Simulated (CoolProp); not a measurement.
Vapour-liquid equilibrium of toluene (1) + n-dodecane (2) at 420.6 K; x and y are mole fractions of (1).

Values from CoolProp's multi-fluid Helmholtz-energy mixture model, Lemmon 2006 and Lemmon 2004; pair parameters Bell 2016.

Task: Give the bubble pressure and the first vapour's composition at x = 0.35, 0.45, 0.95. Is there an azeotrope?

Result: x = 0.35: 0.9233 bar, y = 0.899; x = 0.45: 1.177 bar, y = 0.932; x = 0.95: 2.465 bar, y = 0.997. No azeotrope shows between x = 0.05 and 0.95.

The pair parameters rest on a limited set of measurements; away from them the model extrapolates.
